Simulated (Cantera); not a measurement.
Input: 1 mol B2H6, 13 mol N2, held at 2100 K and 35.3 Torr.

These are equilibrium values from Cantera (NASA tables, ideal gas, pure condensed phases), not measurements of a reactor. Candidate condensed phases: B, BN; 15 gas species. The feed counts by its element totals alone. The tables' values for BH2 are old estimates; treat these amounts as uncertain. Rates play no part.

Task: What is the equilibrium state?

Result: 
- x(N2): 0.797
- x(H2): 0.196
- x(H): 0.00637
- x(BH2): 1.81e-5
- x(B): 1.58e-6
- n(BN(s)): 2.00 mol
- gas amount: 15.05 mol
- log10 activity of B(s) (absent): -0.94
